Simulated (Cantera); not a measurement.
Source: NASA polynomial tables (part measured, part estimated), evaluated in Cantera. Values are per mole of reaction as written; species without (g) are pure solids or liquids, kept so even where they would boil at 1 bar.

**Question.** Between 800 and 1200 K, where is each reaction favourable under standard conditions?
- O2(g) + 4 Cs(g) + 2 H2O(g) ⇌ 4 CsOH

**Answer.** 
- O2(g) + 4 Cs(g) + 2 H2O(g) ⇌ 4 CsOH: ΔG° is -839 kJ at 800 K and -581 kJ at 1200 K; it stays negative (K > 1). ΔH° is -1326 kJ and ΔS° -621 J/K at 1200 K.
